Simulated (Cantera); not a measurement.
**Adiabatic ignition**

An adiabatic, constant-pressure homogeneous reactor starts with CH4 : CO : O2 : N2 = 1 : 0.043 : 0.963 : 3.62 (molar parts), at 1100 K and 500000 Pa.

Detailed kinetics in Cantera: GRI-Mech 3.0 (53 species, 325 reactions).

```
t (s)     T (K)    x CH4     x CO     x O2       x O    x C2H4
--------  -----  -------  -------  -------  --------  --------
2.00e-6    1100    0.178  0.00764    0.171  8.17e-12    <1e-12
7.19e-6    1100    0.178  0.00764    0.171  8.42e-12    <1e-12
2.58e-5    1100    0.178  0.00764    0.171  9.35e-12    <1e-12
9.28e-5    1100    0.178  0.00764    0.171  1.33e-11  1.96e-12
0.000334   1100    0.178  0.00764    0.171  3.48e-11  1.53e-10
0.00120    1100    0.178  0.00764    0.171  1.05e-10   1.01e-8
0.00431    1100    0.178  0.00764    0.171  1.31e-10   1.11e-7
0.0155     1101    0.178  0.00765    0.171  2.18e-10   1.16e-6
0.0557     1124    0.173  0.00866    0.168   3.01e-9  0.000109
0.200      2146  2.90e-9    0.138  5.96e-8   2.08e-7    <1e-12
```
x: mole fraction; the columns are a selection and need not sum to one.

The time of steepest temperature rise is 67.1 ms, the temperature at 0.200 s comes out as 2146 K and the equilibrium temperature is 2146 K. The x(CH4) at 0.200 s is 2.90e-9 (gas-phase equilibrium 3.28e-9), the x(CO) at 0.200 s is 0.138 (gas-phase equilibrium 0.138) and the x(O2) at 0.200 s is 5.96e-8 (gas-phase equilibrium 5.96e-8).
